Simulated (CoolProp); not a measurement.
Benzene at 469.72 K and 0.35 MPa is compressed adiabatically to 0.623 MPa with isentropic efficiency 0.6. Each further row changes one setting.

Values from CoolProp's reference Helmholtz-energy equation of state, Thol 2012.

```json
[
 {"case": "as stated", "work (kJ/kg)": "…", "final temperature (K)": "…", "final density (kg/m³)": "…"},
 {"case": "efficiency 1", "work (kJ/kg)": "…", "final temperature (K)": "488.7", "final density (kg/m³)": "…"},
 {"case": "efficiency 0.65", "work (kJ/kg)": "42.6", "final temperature (K)": "496.9", "final density (kg/m³)": "12.7"}
]
```

Question: What belongs in the gaps?

Answer: 
- as stated, work (kJ/kg): 46.2
- as stated, final temperature (K): 498.8
- as stated, final density (kg/m³): 12.6
- efficiency 1, work (kJ/kg): 27.7
- efficiency 1, final density (kg/m³): 12.9
